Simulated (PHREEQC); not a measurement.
Make-up at 50 °C: 0.0011 mol/kgw HF, 0.16 mol/kgw KF and 4.7e-05 mol/kgw H3PO4. Closed to the air; pH follows from the charge balance.

Model: ion-association model, phreeqc.dat, run in PHREEQC.

```json
[
 {"quantity": "pH", "before": "5.59", "after": "5.87"},
 {"quantity": "ionic strength (mol/kgw)", "before": "0.160", "after": "0.160"},
 {"quantity": "HF (mol/kgw)", "before": "0.000680", "after": "0.000356"},
 {"quantity": "HF2- (mol/kgw)", "before": "0.000467", "after": "0.000245"},
 {"quantity": "H2PO4- (mol/kgw)", "before": "4.38e-5", "after": "4.12e-5"}
]
```

Q: What was changed between the two runs?
A. diluted 100-fold with water
B. diluted 2-fold with water
C. H3PO4 from 4.7e-05 to 9.4e-05 mol/kgw
D. HF from 0.0011 to 0.00055 mol/kgw
E. KF replaced by H2SiF6 at the same molality

A: D, HF from 0.0011 to 0.00055 mol/kgw

This is a speciation only: nothing precipitates in the calculation. At this temperature some constants are extrapolated from 25 °C, and those without enthalpy data are left unchanged.
